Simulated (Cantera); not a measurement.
An isothermal, constant-pressure homogeneous reactor starts with CH₄ : H₂O : H₂ = 1 : 4.9 : 0.07 (molar parts), at 1550 K and 0.300 bar.

Detailed kinetics in Cantera: GRI-Mech 3.0 (53 species, 325 reactions).

x: mole fraction; the columns are a selection and need not sum to one.

```tsv
t (s)	x CH₄	x H₂O	x H₂	x CH₂CO	x C₂H₂	x C₂H
9.00e-6	0.168	0.821	0.0117	<1e-12	<1e-12	<1e-12
4.19e-5	0.167	0.821	0.0117	<1e-12	<1e-12	<1e-12
0.000195	0.167	0.821	0.0118	<1e-12	5.57e-10	<1e-12
0.000908	0.167	0.821	0.0119	1.53e-11	2.76e-7	<1e-12
0.00422	0.165	0.820	0.0135	___	5.61e-5	1.67e-11
0.0197	0.153	0.813	0.0272	___	0.00293	1.00e-9
0.0915	0.116	0.783	0.0784	___	0.0193	6.05e-9
0.426	0.0575	0.720	0.170	___	0.0396	1.22e-8
1.98	0.0267	0.614	0.277	___	0.0306	8.69e-9
9.23	0.0131	0.503	0.373	___	0.00704	1.68e-9
43.0	0.00218	0.459	0.415	___	0.000156	3.52e-11
200	1.88e-5	0.454	0.420	1.16e-10	1.07e-8	<1e-12
```

Question: Fill in the missing entries.

Answer: 
- 0.00422, x CH₂CO: 2.39e-8
- 0.0197, x CH₂CO: 5.00e-6
- 0.0915, x CH₂CO: 3.51e-5
- 0.426, x CH₂CO: 5.49e-5
- 1.98, x CH₂CO: 2.94e-5
- 9.23, x CH₂CO: 4.66e-6
- 43.0, x CH₂CO: 9.97e-8
